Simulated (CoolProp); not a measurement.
Vapour-liquid equilibrium of n-butane (1) + R113 (2) at 0.0827 MPa; x and y are mole fractions of (1).

Values from CoolProp's multi-fluid Helmholtz-energy mixture model, Bücker 2006 and Marx 1992; pair parameters Bell 2016.

```json
[
 {"x": "0.05", "bubble temperature, mixture model (K)": "308.3", "bubble temperature, Raoult's law (K)": "309.6", "y, mixture model": "0.238", "y, Raoult's law": "0.207"},
 {"x": "0.125", "bubble temperature, mixture model (K)": "300.4", "bubble temperature, Raoult's law (K)": "303.0", "y, mixture model": "0.470", "y, Raoult's law": "0.427"},
 {"x": "0.2", "bubble temperature, mixture model (K)": "294.3", "bubble temperature, Raoult's law (K)": "297.5", "y, mixture model": "?", "y, Raoult's law": "0.577"},
 {"x": "0.275", "bubble temperature, mixture model (K)": "?", "bubble temperature, Raoult's law (K)": "292.8", "y, mixture model": "0.709", "y, Raoult's law": "0.683"},
 {"x": "0.35", "bubble temperature, mixture model (K)": "285.6", "bubble temperature, Raoult's law (K)": "288.7", "y, mixture model": "0.775", "y, Raoult's law": "0.760"},
 {"x": "0.425", "bubble temperature, mixture model (K)": "282.4", "bubble temperature, Raoult's law (K)": "285.2", "y, mixture model": "0.823", "y, Raoult's law": "0.818"},
 {"x": "0.5", "bubble temperature, mixture model (K)": "279.7", "bubble temperature, Raoult's law (K)": "282.0", "y, mixture model": "?", "y, Raoult's law": "0.862"},
 {"x": "0.575", "bubble temperature, mixture model (K)": "277.3", "bubble temperature, Raoult's law (K)": "279.2", "y, mixture model": "0.890", "y, Raoult's law": "0.897"},
 {"x": "0.65", "bubble temperature, mixture model (K)": "275.3", "bubble temperature, Raoult's law (K)": "276.7", "y, mixture model": "0.914", "y, Raoult's law": "0.925"},
 {"x": "0.725", "bubble temperature, mixture model (K)": "273.4", "bubble temperature, Raoult's law (K)": "274.4", "y, mixture model": "0.935", "y, Raoult's law": "0.947"},
 {"x": "0.8", "bubble temperature, mixture model (K)": "271.7", "bubble temperature, Raoult's law (K)": "272.3", "y, mixture model": "0.954", "y, Raoult's law": "0.965"},
 {"x": "0.875", "bubble temperature, mixture model (K)": "270.0", "bubble temperature, Raoult's law (K)": "270.3", "y, mixture model": "?", "y, Raoult's law": "0.980"},
 {"x": "0.95", "bubble temperature, mixture model (K)": "268.5", "bubble temperature, Raoult's law (K)": "268.5", "y, mixture model": "0.989", "y, Raoult's law": "0.993"}
]
```

What belongs in the gaps?


- 0.2, y, mixture model: 0.615
- 0.275, bubble temperature, mixture model (K): 289.5
- 0.5, y, mixture model: 0.860
- 0.875, y, mixture model: 0.972

The largest gap from Raoult's law is -3.3 K in bubble temperature, at x = 0.275. No azeotrope shows between x = 0.05 and 0.95.

Pair parameters are fitted to limited data, so mixtures are less certain than the pure fluids.
